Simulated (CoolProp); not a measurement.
Cyclohexane along the isobar 10400 kPa: density (kg/m³) from the reference equation and from simpler models built on Tc = 280.5 °C, pc = 4081 kPa, ω = 0.209; each cubic takes its own stable root.

Model: reference Helmholtz-energy equation of state, Zhou 2014, in CoolProp.

```json
[
 {"T (°C)": "123.45", "phase": "liquid", "reference": "691.9", "van der Waals": "453.6", "Redlich-Kwong": "(withheld)", "Soave-Redlich-Kwong": "653.9"},
 {"T (°C)": "141.45", "phase": "liquid", "reference": "674.2", "van der Waals": "445.0", "Redlich-Kwong": "622.0", "Soave-Redlich-Kwong": "636.7"},
 {"T (°C)": "159.55", "phase": "liquid", "reference": "656.0", "van der Waals": "436.1", "Redlich-Kwong": "603.8", "Soave-Redlich-Kwong": "(withheld)"},
 {"T (°C)": "177.55", "phase": "liquid", "reference": "637.1", "van der Waals": "426.9", "Redlich-Kwong": "584.8", "Soave-Redlich-Kwong": "598.6"},
 {"T (°C)": "195.55", "phase": "liquid", "reference": "617.4", "van der Waals": "417.4", "Redlich-Kwong": "564.8", "Soave-Redlich-Kwong": "577.7"},
 {"T (°C)": "213.65", "phase": "liquid", "reference": "596.5", "van der Waals": "407.4", "Redlich-Kwong": "543.8", "Soave-Redlich-Kwong": "555.1"},
 {"T (°C)": "231.65", "phase": "liquid", "reference": "574.4", "van der Waals": "397.1", "Redlich-Kwong": "521.8", "Soave-Redlich-Kwong": "531.0"},
 {"T (°C)": "249.75", "phase": "liquid", "reference": "(withheld)", "van der Waals": "386.2", "Redlich-Kwong": "498.5", "Soave-Redlich-Kwong": "504.9"},
 {"T (°C)": "267.75", "phase": "liquid", "reference": "524.8", "van der Waals": "374.9", "Redlich-Kwong": "474.0", "Soave-Redlich-Kwong": "477.0"}
]
```

### Question
What belongs in the gaps?

### Answer

- 123.45, Redlich-Kwong: 639.3
- 159.55, Soave-Redlich-Kwong: 618.2
- 249.75, reference: 550.6
